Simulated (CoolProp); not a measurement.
Saturation properties of R123.

Computed with CoolProp (reference Helmholtz-energy equation of state, Younglove 1994). It is a modified Benedict-Webb-Rubin equation, recast in Helmholtz form.

| T (K) | p (MPa) | liquid density (kg/m³) | vapour Z |
|---|---|---|---|
| 255.4 | 0.01355 | … | … |
| 258.3 | 0.01580 | 1562 | 0.9885 |
| 261.2 | … | 1555 | 0.9872 |
| 264.1 | 0.02123 | 1548 | 0.9858 |
| 266.9 | 0.02434 | 1541 | 0.9843 |
| 269.8 | 0.02795 | 1534 | 0.9827 |
| 272.7 | 0.03198 | 1527 | … |
| 275.6 | … | 1520 | 0.9790 |
| 278.5 | 0.04145 | 1513 | 0.9770 |
| 281.4 | 0.04696 | 1506 | … |
| 284.3 | 0.05305 | 1499 | 0.9726 |

Some entries are withheld; supply them.


- 255.4, liquid density (kg/m³): 1568
- 255.4, vapour Z: 0.9897
- 261.2, p (MPa): 0.01835
- 272.7, vapour Z: 0.9809
- 275.6, p (MPa): 0.03647
- 281.4, vapour Z: 0.9749

It boils at 301.0 K under 1 atm.
